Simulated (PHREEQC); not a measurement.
0.084 g of hydrous ferric oxide (600 m²/g; 0.2 weak and 0.005 strong sites per Fe, Dzombak-Morel constants, diffuse double layer) in 1 kg of water with 0.1 mol/kgw of an inert sodium salt and 0.012 mmol/kgw CaCl2, at 25 °C; the pH is set by adding NaOH or the inert anion's acid. O2 is buffered at 0.21 atm. CO2 from the air is kept out. Precipitation was switched off in this run.

Base run: PHREEQC, ion-association model, wateq4f.dat. Each further column changes one thing. The table gives surface charge σ (C/m²).

| pH | base | background salt from 0.1 to 0.01 mol/kgw | oxide from 0.084 to 0.42 g/kgw |
|---|---|---|---|
| 3 | 0.363 | 0.325 | 0.363 |
| 3.5 | 0.350 | 0.275 | 0.350 |
| 4 | 0.321 | … | 0.321 |
| 4.5 | 0.272 | 0.160 | 0.273 |
| 5 | 0.215 | 0.113 | 0.215 |
| 5.5 | 0.159 | … | 0.159 |
| 6.5 | 0.074 | 0.030 | 0.074 |
| 7 | 0.045 | 0.017 | 0.045 |
| 7.5 | 0.023 | … | 0.023 |
| 8 | 0.004 | 0.002 | 0.004 |
| 8.5 | -0.012 | -0.004 | -0.013 |
| 9 | -0.030 | -0.011 | -0.033 |

**Question.** Fill in the missing entries.

**Answer.** 
- 4, background salt from 0.1 to 0.01 mol/kgw: 0.216
- 5.5, background salt from 0.1 to 0.01 mol/kgw: 0.077
- 7.5, background salt from 0.1 to 0.01 mol/kgw: 0.008

The oxide is taken as insoluble; below pH 4 it would dissolve.
